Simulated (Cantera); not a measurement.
A closed system holds: 1 mol Si2H6, 0.07 mol Cl2, 100 mol H2, equilibrated at 1277 °C and 398 Torr.

Equilibrium computed with Cantera from the NASA thermochemical tables; the gas is ideal and each condensed phase is pure. Candidate condensed phases: Si; 19 gas species. The feed counts by its element totals alone. Rates play no part.

Base state: H2 0.999, HCl 0.00135, H 4.32e-5 (mole fractions); condensed: Si(s).

**Question.** What changes in the equilibrium state with this change: Cl2 from 0.07 to 0.1 mol?

**Answer.** 
```csv
species,before,after
H2,0.999,0.998
HCl,0.00135,0.00191
H,4.32e-5,4.32e-5
SiCl2,6.04e-6,1.22e-5
"Si(s), mol",2.00,2.00
```
